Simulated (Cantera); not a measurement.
Charge: 1 mol PbS, 280 mol H₂, 100 mol N₂, held at 0.550 bar.

Method: chemical equilibrium by Gibbs-energy minimisation in Cantera with the NASA 1993 tables (ideal gas, pure condensed phases). Candidate condensed phases: Pb, PbS, S; 18 gas species. Kinetics and transport are ignored.

Q: At 1025 K, list the 4 most abundant gas species with their mole fractions, and the condensed phases.

A: H₂ 0.734, N₂ 0.263, H₂S 0.00258, NH₃ 8.79e-5. Condensed: Pb(l).
